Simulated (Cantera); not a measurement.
A Cantera script and what it prints.

```python
import numpy as np
import cantera as ct

gas_names = """
    B BN BO BO2 B2 B2O B2O2 B2O3 N NO NO2 NO3 N2 N2O O O2 O3
""".split()
cond_names = """
    B(b) B(L) BN(s) B2O3(L)
""".split()


def load(file, names, dense=False):
    # The tables refer to 1 bar. Condensed volumes are neglected.
    table = {s.name: s for s in ct.Species.list_from_file(file)}
    out = []
    for n in names:
        d = dict(table[n].input_data)
        d["thermo"] = dict(d["thermo"], **{"reference-pressure": 1e5})
        if dense:
            d["equation-of-state"] = {"model": "constant-volume", "density": "1e6 g/cm^3"}
        out.append(ct.Species.from_dict(d))
    return out


gas = ct.Solution(thermo="ideal-gas", species=load("nasa_gas.yaml", gas_names))
cond = {s.name: ct.Solution(thermo="fixed-stoichiometry", species=[s], name=s.name)
        for s in load("nasa_condensed.yaml", cond_names, dense=True)}
atoms = {
    'B2O3': {'B': 2, 'O': 3},
    'O2': {'O': 2},
    'N2': {'N': 2},
}
top_T = {'BN(s)': 3200}  # K; cautious upper limits of use, not melting points


def equilibrate(T, P, feed):
    n = {}
    for name, mol in feed.items():
        for a, k in atoms[name].items():
            n[a] = n.get(a, 0.0) + k * mol
    gas.TPX = T, P, n
    mass = sum(n.values()) * gas.mean_molecular_weight
    gas.equilibrate("TP")
    valid = [c for c in cond.values() if c.min_temp <= T <= top_T.get(c.name, c.max_temp)]
    mix = ct.Mixture([(gas, mass / gas.mean_molecular_weight)] + [(c, 0.0) for c in valid])
    mix.T, mix.P = T, P
    mix.equilibrate("TP", solver="vcs", rtol=1e-11, max_steps=5000)
    return mix


results = []
feed = {'B2O3': 1, 'O2': 0.081, 'N2': 5.7}  # mol
P = 13332.2  # Pa
for T in [950, 1100, 1250, 1400, 1550, 1700, 1850, 2000]:
    mix = equilibrate(T, P, feed)
    results.append((T, P, feed, dict(zip(mix.species_names, mix.species_moles))))

top = {s: max(r[3][s] / sum(r[3][g] for g in gas_names) for r in results) for s in gas_names}
cols = sorted((s for s in top if top[s] > 1e-05), key=lambda s: -top[s])[:6]
seen = [c for c in cond_names if any(r[3].get(c, 0) > 1e-12 for r in results)]
print("log10 of partial pressures in bar; condensed amounts in mol")
print(f"{'T/K':>10s}" + "".join(f"{s[:9]:>10s}" for s in cols + seen))
for T, P, feed, n in results:
    ng = sum(n[g] for g in gas_names)
    print(f"{T:10.4g}" + "".join(f"{np.log10(max(n[s] / ng * P / 1e5, 1e-99)):10.3f}" for s in cols)
          + "".join(f"{n.get(c, 0):10.4g}" for c in seen))
```

Result:

```
log10 of partial pressures in bar; condensed amounts in mol
       T/K        N2      B2O3        O2       BO2        NO         O   B2O3(L)
       950    -0.881   -12.572    -2.729   -12.328    -6.170   -11.862         1
      1100    -0.881    -9.592    -2.729    -9.824    -5.485    -9.967         1
      1250    -0.881    -7.356    -2.730    -7.934    -4.964    -8.525         1
      1400    -0.881    -5.619    -2.732    -6.459    -4.556    -7.390    0.9999
      1550    -0.882    -4.235    -2.736    -5.278    -4.228    -6.474    0.9974
      1700    -0.884    -3.107    -2.747    -4.313    -3.963    -5.723    0.9648
      1850    -0.905    -2.172    -2.794    -3.519    -3.768    -5.112     0.685
      2000    -0.952    -1.718    -2.908    -3.033    -3.655    -4.628         0
```

These are equilibrium values from Cantera (NASA tables, ideal gas, pure condensed phases), not measurements of a reactor.
